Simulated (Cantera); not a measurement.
Feed: 1 mol CO2, 0.0034 mol SO2, held at 2.80 mbar.

Equilibrium computed with Cantera from the NASA thermochemical tables; the gas is ideal and each condensed phase is pure. Candidate condensed phases: C, S; 22 gas species. Equilibrium is a limit: real reactors are often held back by kinetics, nucleation or transport. All values below are at 2373 K.

Base state: CO2 0.421, CO 0.366, O2 0.155, O 0.0558, SO2 0.00237, SO 0.000292 (mole fractions); condensed: gas only.

Problem. What changes in the equilibrium state with this change: pressure from 2.80 mbar to 1 atm?

Solution. 
```
species    before    after
-------  --------  -------
CO2         0.421    0.876
CO          0.366   0.0798
O2          0.155   0.0392
O          0.0558  0.00147
SO       0.000292  4.13e-5
SO2       0.00237  0.00321
```
